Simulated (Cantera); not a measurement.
An isothermal, constant-pressure homogeneous reactor starts with 90.1 % N2O, 9.91 % N2, at 1400 K and 0.0474 atm.

Computed with Cantera and GRI-Mech 3.0 (53 species, 325 reactions). GRI-Mech 3.0 was tuned for natural gas; its chemistry of N2O as a main component is partial and can be far from experiment. Radical loss at walls, strong at low pressure, is not modelled. The temperature is held fixed by assumption; the heat of reaction is taken as removed at once.

### Question
Predict: x(N2O) at 10.0 s; x(O2) at 10.0 s; x(NO) at 10.0 s; x(O) at 10.0 s; x(N2) at 10.0 s.

### Answer
- x(N2O) at 10.0 s: 0.00139 (gas-phase equilibrium 1.08e-8)
- x(O2) at 10.0 s: 0.251 (gas-phase equilibrium 0.310)
- x(NO) at 10.0 s: 0.118 (gas-phase equilibrium 0.000828)
- x(O) at 10.0 s: 4.31e-6 (gas-phase equilibrium 2.42e-6)
- x(N2) at 10.0 s: 0.629 (gas-phase equilibrium 0.689)
